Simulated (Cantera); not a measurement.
Charge: 1 mol SiC, 3.4 mol H2O, 1.5 mol H2, held at 0.000950 bar.

These are equilibrium values from Cantera (NASA tables, ideal gas, pure condensed phases), not measurements of a reactor. Candidate condensed phases: C, C6H6, C7H8, C8H18, H2O, Si, SiC, SiO2; 123 gas species. The tables hold silica as quartz up to 1696 K and as liquid above; real silica turns to tridymite and cristobalite and melts near 1996 K. Equilibrium is a limit: real reactors are often held back by kinetics, nucleation or transport. All values below are at 1400 K.

Base state: H2 0.769, CO 0.163, H2O 0.0617, CO2 0.00605, H 0.000138 (mole fractions); condensed: SiO2(β-quartz).

What changes in the equilibrium state with this change: H2 from 1.5 to 340 mol?


```
species                before     after
-------------------  --------  --------
H2                      0.769     0.996
CO                      0.163   0.00290
H2O                    0.0617   0.00123
SiO                   1.01e-6   6.57e-5
CO2                   0.00605   1.64e-6
H                    0.000138  0.000157
SiO2(β-quartz), mol     1.000     0.977
```
